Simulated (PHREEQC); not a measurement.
Make-up at 31 °C: 16 mmol/kgw CuCl2 and 22 mmol/kgw HNO3. Closed to the air; pH follows from the charge balance.

All values are PHREEQC results (ion-association model, phreeqc.dat), not measurements.

```
quantity                   before    after
------------------------  -------  -------
pH                           1.73     1.86
ionic strength (mol/kgw)   0.0685   0.0606
Cu+2 (mol/kgw)             0.0152   0.0125
CuOH+ (mol/kgw)           4.58e-9  5.12e-9
```

Question: Which change was made?
(A) HNO3 from 0.022 to 0.011 mol/kgw
(B) CuCl2 replaced by CuSO4 at the same molality
(C) temperature from 31 to 45 °C
(D) 0.0023 mol/kgw Na2SO4 added
(E) diluted 100-fold with water

Answer: B, CuCl2 replaced by CuSO4 at the same molality

No solid was allowed to form.
